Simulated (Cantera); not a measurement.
# Gas activation for diamond growth

An isothermal, constant-pressure homogeneous reactor starts with CH4 : H2 = 0.031 : 1 (molar parts), at 2475 K and 18000 Pa.

Detailed kinetics in Cantera: GRI-Mech 3.0 (53 species, 325 reactions). GRI-Mech 3.0 stops at C3 and has no aromatics, soot or wall deposition, so with more carbon than oxygen in the feed, carbon stays in small species such as C2H2 where larger ones or solid carbon would form.

```tsv
t (s)	x CH4	x H2	x CH2	x H	x C2H4	x C2H2	x C2H
3.00e-6	0.0296	0.969	4.53e-7	0.000804	1.61e-7	7.08e-9	<1e-12
1.66e-5	0.0275	0.966	1.44e-5	0.00452	2.19e-5	9.56e-6	3.02e-9
9.17e-5	0.0174	0.954	0.000135	0.0190	0.000183	0.00261	3.53e-6
0.000507	0.00222	0.952	6.29e-5	0.0315	1.13e-5	0.0126	2.82e-5
0.00280	0.000149	0.943	8.69e-6	0.0425	2.34e-6	0.0141	4.31e-5
0.0155	3.15e-5	0.935	2.72e-6	0.0511	1.90e-6	0.0141	5.25e-5
0.0856	3.02e-5	0.934	2.66e-6	0.0516	1.88e-6	0.0141	5.30e-5
0.473	3.02e-5	0.934	2.66e-6	0.0516	1.88e-6	0.0141	5.30e-5
2.62	3.02e-5	0.934	2.66e-6	0.0516	1.88e-6	0.0141	5.30e-5
14.5	3.02e-5	0.934	2.66e-6	0.0516	1.88e-6	0.0141	5.30e-5
80.0	3.02e-5	0.934	2.66e-6	0.0516	1.88e-6	0.0141	5.30e-5
```
x: mole fraction; the columns are a selection and need not sum to one.

Equilibrium at this temperature and pressure: CH4 3.05e-5, H2 0.934, CH2 2.69e-6, H 0.0516, C2H4 1.88e-6, C2H2 0.0141, C2H 5.30e-5 (gas phase only).
